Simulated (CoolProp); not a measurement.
R507A along the isotherm 54.35 °C: density (kg/m³) from the reference equation and from simpler models built on Tc = 70.6 °C, pc = 3.705 MPa, ω = 0.286; each cubic takes its own stable root.

The numbers come from the reference Helmholtz-energy equation of state, Lemmon 2003 in CoolProp. It is a pseudo-pure fit of the blend.

```tsv
p (MPa)	phase	reference
1.03	gas	43.01
4.12	liquid	915.6
5.15	liquid	939.3
6.17	liquid	958.2
7.2	liquid	974.4
8.23	liquid	988.6
9.26	liquid	1001
```

Q: How far does each simpler model (van der Waals, Soave-Redlich-Kwong) lie from the reference over these 7 states: mean and median of the absolute difference, and the worst?

A: 
- van der Waals: mean 31.5 %, median 35.4 %, worst -38.9 % at 54.35 °C and 4.12 MPa
- Soave-Redlich-Kwong: mean 14.1 %, median 15.7 %, worst -18.8 % at 54.35 °C and 4.12 MPa
